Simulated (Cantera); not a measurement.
An isothermal, constant-pressure homogeneous reactor starts with N₂O : H₂ : N₂ = 1 : 0.0027 : 3 (molar parts), at 1400 K and 0.0263 atm.

Detailed kinetics in Cantera: GRI-Mech 3.0 (53 species, 325 reactions). GRI-Mech 3.0 was tuned for natural gas; its chemistry of N2O as a main component is partial and can be far from experiment. Radical loss at walls, strong at low pressure, is not modelled. The temperature is held fixed by assumption; the heat of reaction is taken as removed at once.

x: mole fraction; the columns are a selection and need not sum to one.

```json
[
 {"t (s)": "5.00e-5", "x N₂O": "0.250", "x H₂": "0.000675", "x O": "2.48e-6", "x HO₂": "1.53e-11", "x N₂": "0.749", "x H": "8.47e-9"},
 {"t (s)": "0.000283", "x N₂O": "0.250", "x H₂": "0.000674", "x O": "1.10e-5", "x HO₂": "3.22e-9", "x N₂": "0.750", "x H": "8.35e-8"},
 {"t (s)": "0.00160", "x N₂O": "0.250", "x H₂": "0.000666", "x O": "2.26e-5", "x HO₂": "3.41e-7", "x N₂": "0.750", "x H": "3.81e-7"},
 {"t (s)": "0.00909", "x N₂O": "0.249", "x H₂": "0.000527", "x O": "2.29e-5", "x HO₂": "4.49e-6", "x N₂": "0.750", "x H": "9.78e-7"},
 {"t (s)": "0.0515", "x N₂O": "0.243", "x H₂": "?", "x O": "2.42e-5", "x HO₂": "?", "x N₂": "0.753", "x H": "?"},
 {"t (s)": "0.291", "x N₂O": "0.217", "x H₂": "4.10e-7", "x O": "2.46e-5", "x HO₂": "3.10e-7", "x N₂": "0.765", "x H": "4.47e-8"},
 {"t (s)": "1.65", "x N₂O": "0.117", "x H₂": "4.37e-8", "x O": "2.42e-5", "x HO₂": "4.62e-8", "x N₂": "0.812", "x H": "6.19e-8"},
 {"t (s)": "9.35", "x N₂O": "?", "x H₂": "?", "x O": "?", "x HO₂": "?", "x N₂": "0.866", "x H": "?"},
 {"t (s)": "53.0", "x N₂O": "5.75e-7", "x H₂": "5.56e-9", "x O": "1.76e-6", "x HO₂": "1.50e-9", "x N₂": "0.868", "x H": "2.25e-9"},
 {"t (s)": "300", "x N₂O": "4.51e-7", "x H₂": "5.55e-9", "x O": "1.76e-6", "x HO₂": "1.50e-9", "x N₂": "0.868", "x H": "2.24e-9"}
]
```

Problem. Complete the blanks.

Solution. 
- 0.0515, x H₂: 9.91e-5
- 0.0515, x HO₂: 2.25e-6
- 0.0515, x H: 2.03e-7
- 9.35, x N₂O: 0.00505
- 9.35, x H₂: 5.26e-8
- 9.35, x O: 1.76e-5
- 9.35, x HO₂: 2.53e-9
- 9.35, x H: 6.71e-8
